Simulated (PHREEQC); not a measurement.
1.4 g of hydrous ferric oxide (600 m²/g; 0.2 weak and 0.005 strong sites per Fe, Dzombak-Morel constants, diffuse double layer) in 1 kg of water with 0.05 mol/kgw of an inert sodium salt and 0.0025 mol/kgw H3BO3, at 25 °C; the pH is set by adding NaOH or the inert anion's acid. O2 is buffered at 0.21 atm. The system is closed to CO2. No solid was allowed to form.

Base run: PHREEQC, ion-association model, wateq4f.dat. Each further column changes one thing. The table gives surface charge σ (C/m²).

| pH | base | background salt from 0.05 to 0.005 mol/kgw | oxide from 1.4 to 7 g/kgw |
|---|---|---|---|
| 4 | 0.294 | 0.189 | 0.299 |
| 4.5 | 0.239 | 0.135 | 0.243 |
| 5.5 | 0.130 | 0.060 | 0.132 |
| 6 | 0.089 | 0.038 | 0.090 |
| 7 | 0.034 | 0.013 | 0.034 |
| 7.5 | 0.017 | 0.006 | 0.017 |
| 8.5 | -0.010 | -0.004 | -0.010 |
| 9 | -0.026 | -0.010 | -0.026 |
| 10 | -0.075 | -0.036 | -0.076 |
| 10.5 | -0.113 | -0.058 | -0.114 |
| 11.5 | -0.219 | -0.144 | -0.223 |
| 12 | -0.284 | -0.225 | -0.287 |
